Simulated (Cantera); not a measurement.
What does this Cantera script print?

```python
import numpy as np
import cantera as ct

gas_names = [...]  # 148 gases of nasa_gas.yaml made of Al, C, H, N, O
cond_names = """
    AL(cr) AL(L) ALN(s) AL2O3(a) AL2O3(L) C(gr) C6H6(L) C7H8(L) C8H18(L),n-octa H2O(s) H2O(L)
""".split()


# ... load() reads the species with a 1 bar reference pressure and builds the phases ...
atoms = {
    'Al(CH3)3': {'AL': 1, 'C': 3, 'H': 9},
    'H2O': {'H': 2, 'O': 1},
    'N2': {'N': 2},
    'N2O': {'N': 2, 'O': 1},
}
top_T = {'ALN(s)': 2750, 'C(gr)': 4500}  # K; cautious upper limits of use, not melting points


# ... equilibrate(T, P, feed) seeds the gas with the atoms and calls Mixture.equilibrate('TP', solver="vcs", rtol=1e-11, max_steps=5000) ...
results = []
feed = {'Al(CH3)3': 1, 'H2O': 0.24, 'N2': 1, 'N2O': 0.78}  # mol
T = 1873  # K
P = 1000  # Pa
mix = equilibrate(T, P, feed)
results.append((T, P, feed, dict(zip(mix.species_names, mix.species_moles))))
print(gas.report(threshold=0.0001))
for i in range(1, mix.n_phases):
    print(f"{mix.phase(i).name:16s} {mix.phase_moles(i):12.5e} mol")
```

Output:

```
       temperature   1873 K
          pressure   1000 Pa
           density   0.00068213 kg/m^3
  mean mol. weight   10.623 kg/kmol
   phase of matter   gas

                          1 kg             1 kmol
                     ---------------   ---------------
          enthalpy        3.4479e+06        3.6627e+07  J
   internal energy        1.9819e+06        2.1054e+07  J
           entropy             23914        2.5403e+05  J/K
    Gibbs function       -4.1343e+07       -4.3918e+08  J
 heat capacity c_p            3240.2             34420  J/K
 heat capacity c_v            2457.5             26106  J/K

                      mass frac. Y      mole frac. X     chem. pot. / RT
                     ---------------   ---------------   ---------------
                AL         0.0093343          0.003675           -11.348
               ALH        0.00029687        0.00011267           -23.493
                CO           0.37874           0.14364           -41.124
    C2H2,acetylene        0.00050733        0.00020698           -29.543
                 H        0.00049876         0.0052562           -12.145
               HCN         0.0076109         0.0029915           -31.291
               HNC        0.00033809        0.00013289           -31.291
                H2           0.12587           0.66325           -24.289
                N2            0.4765           0.18069           -33.038
     [ +139 minor]        0.00030198        4.8937e-05

AL(L)             0.00000e+00 mol
ALN(s)            9.72476e-01 mol
AL2O3(a)          0.00000e+00 mol
C(gr)             1.95517e+00 mol
```

These are equilibrium values from Cantera (NASA tables, ideal gas, pure condensed phases), not measurements of a reactor. The feed counts by its element totals alone.
